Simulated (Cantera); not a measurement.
A freely propagating, adiabatic, planar premixed flame of CH4 : C2H6 : C3H8 : O2 : N2 = 1 : 0.16 : 1.1 : 10.5 : 39.4 (molar parts), unburnt at 425 K and 308 Torr; mixture-averaged transport, grid criteria slope 0.08 and curve 0.16, no radiation.

Detailed kinetics in Cantera: GRI-Mech 3.0 (53 species, 325 reactions). GRI-Mech 3.0 was tuned for natural gas; its chemistry of propane as a main component is partial and can be far from experiment. Burning velocities carry a grid error of a few per cent, more on coarse grids.

What does this change do: inlet temperature 425 to 700 K?


```tsv
quantity	before	after
laminar burning velocity	75.8 cm/s	203 cm/s
thermal thickness	0.801 mm	0.647 mm
peak x(H2)	0.0131	0.0165
peak x(CH2CO)	0.000672	0.000929
```

What does this change do: C3H8 1.1 to 0.84 parts?


```tsv
quantity	before	after
laminar burning velocity	75.8 cm/s	55.2 cm/s
thermal thickness	0.801 mm	0.969 mm
peak x(H2)	0.0131	0.00815
peak x(CH2CO)	0.000672	0.000492
```
